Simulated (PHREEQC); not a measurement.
Solution (25 °C): 3.5 mol/kgw KCl and 0.45 mol/kgw Na2SO4. Closed to the air; pH follows from the charge balance.

Computed with PHREEQC (Pitzer model, pitzer.dat).

```yaml
ionic_strength: 4.85 mol/kgw
activity_of_water: 0.868
density: 1.177 g/cm³
osmotic_coefficient: 0.939
```

```
species  molality  activity   log γ
-------  --------  --------  ------
Cl-          3.50      2.06  -0.229
K+           3.50      1.89  -0.269
Na+         0.900     0.585  -0.187
SO4-2       0.450   0.00941  -1.679
OH-       2.01e-7   1.43e-7  -0.148
HSO4-     1.68e-7   5.52e-8  -0.484
H+        3.24e-8   6.16e-8   0.279
```

No solid was allowed to form. Saturation is exceeded, for instance for Arcanite, Glaserite; the values hold only as long as no solid forms.
